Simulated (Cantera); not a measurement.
Feed: 1 mol LiCl, 0.47 mol H2O, 0.11 mol H2, held at 1802 °C.

These are equilibrium values from Cantera (NASA tables, ideal gas, pure condensed phases), not measurements of a reactor. Candidate condensed phases: H2O, Li, LiCl, LiH, LiOH, Li2O; 25 gas species. Rates play no part.

x: gas mole fraction; nothing condenses.

```json
[
 {"P (Pa)": "0.100", "x LiCl": "0.173", "x H": "0.335", "x H2O": "0.00338", "x Li": "0.164", "x Cl": "0.155", "x O": "0.124", "x H2": "0.0158", "x HCl": "0.00990", "x O2": "0.0114", "x OH": "0.00817", "x LiOH": "0.000167", "x Li2Cl2": "8.49e-10"},
 {"P (Pa)": "0.560", "x LiCl": "0.316", "x H": "0.256", "x H2O": "0.0400", "x Li": "0.102", "x Cl": "0.0814", "x O": "0.0800", "x H2": "0.0518", "x HCl": "0.0223", "x O2": "0.0264", "x OH": "0.0226", "x LiOH": "0.00160", "x Li2Cl2": "1.59e-8"},
 {"P (Pa)": "3.20", "x LiCl": "(withheld)", "x H": "(withheld)", "x H2O": "(withheld)", "x Li": "(withheld)", "x Cl": "(withheld)", "x O": "(withheld)", "x H2": "0.0747", "x HCl": "0.0283", "x O2": "(withheld)", "x OH": "(withheld)", "x LiOH": "(withheld)", "x Li2Cl2": "(withheld)"},
 {"P (Pa)": "18", "x LiCl": "0.541", "x H": "0.0533", "x H2O": "0.211", "x Li": "0.0299", "x Cl": "0.0148", "x O": "0.00946", "x H2": "0.0720", "x HCl": "0.0271", "x O2": "0.0118", "x OH": "0.0178", "x LiOH": "0.0119", "x Li2Cl2": "1.50e-6"},
 {"P (Pa)": "100", "x LiCl": "0.582", "x H": "0.0217", "x H2O": "0.253", "x Li": "0.0143", "x Cl": "0.00601", "x O": "0.00221", "x H2": "0.0665", "x HCl": "0.0249", "x O2": "0.00358", "x OH": "0.00942", "x LiOH": "0.0166", "x Li2Cl2": "9.63e-6"},
 {"P (Pa)": "560", "x LiCl": "0.599", "x H": "0.00915", "x H2O": "0.268", "x Li": "0.00656", "x Cl": "0.00240", "x O": "0.000421", "x H2": "0.0661", "x HCl": "0.0235", "x O2": "0.000730", "x OH": "0.00424", "x LiOH": "0.0193", "x Li2Cl2": "5.72e-5"},
 {"P (Pa)": "3200", "x LiCl": "0.606", "x H": "0.00387", "x H2O": "0.273", "x Li": "0.00291", "x Cl": "0.000957", "x O": "7.34e-5", "x H2": "0.0676", "x HCl": "0.0226", "x O2": "0.000127", "x OH": "0.00179", "x LiOH": "0.0206", "x Li2Cl2": "0.000334"},
 {"P (Pa)": "18000", "x LiCl": "0.606", "x H": "(withheld)", "x H2O": "0.275", "x Li": "(withheld)", "x Cl": "(withheld)", "x O": "(withheld)", "x H2": "0.0688", "x HCl": "0.0222", "x O2": "(withheld)", "x OH": "(withheld)", "x LiOH": "0.0213", "x Li2Cl2": "(withheld)"},
 {"P (Pa)": "100000", "x LiCl": "0.596", "x H": "0.000704", "x H2O": "0.278", "x Li": "0.000541", "x Cl": "0.000163", "x O": "2.31e-6", "x H2": "0.0699", "x HCl": "0.0219", "x O2": "3.94e-6", "x OH": "0.000320", "x LiOH": "0.0214", "x Li2Cl2": "0.0101"}
]
```

### Question
Fill in the missing entries.

### Answer

- 18000, x H: 0.00165
- 18000, x Li: 0.00127
- 18000, x Cl: 0.000392
- 18000, x O: 1.29e-5
- 18000, x O2: 2.21e-5
- 18000, x OH: 0.000752
- 18000, x Li2Cl2: 0.00188
- 3.20, x LiCl: 0.454
- 3.20, x H: 0.129
- 3.20, x H2O: 0.132
- 3.20, x Li: 0.0582
- 3.20, x Cl: 0.0360
- 3.20, x O: 0.0320
- 3.20, x O2: 0.0241
- 3.20, x OH: 0.0259
- 3.20, x LiOH: 0.00597
- 3.20, x Li2Cl2: 1.88e-7
